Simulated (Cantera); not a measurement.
A perfectly stirred reactor is fed with CO : H2 : CH4 : O2 : N2 : H2O = 1 : 1.3 : 0.29 : 1.92 : 7.23 : 2.5 (molar parts), equivalence ratio 0.90, at 240000 Pa; it is adiabatic with a 725 K inlet, and is followed from long to short residence time, starting on the burning branch (τ in s: 0.067, 0.024, 0.009, 0.0033, 0.0012, 0.00044, 0.00016, 5.9e-05, 2.2e-05).

Model: GRI-Mech 3.0 (53 species, 325 reactions), integrated in Cantera.

One state of this run: T (K) = 1985; x CO = 0.0209; x H2 = 0.0135; x CH4 = 7.25e-5; x CH2O = 9.75e-6; x CO2 = 0.0752. x: mole fraction; the columns are a selection and need not sum to one.

**Question.** Which value of τ (s) does it belong to?
A) 0.00016
B) 5.9e-5
C) 2.2e-5
D) 0.0033

**Answer.** A, 0.00016
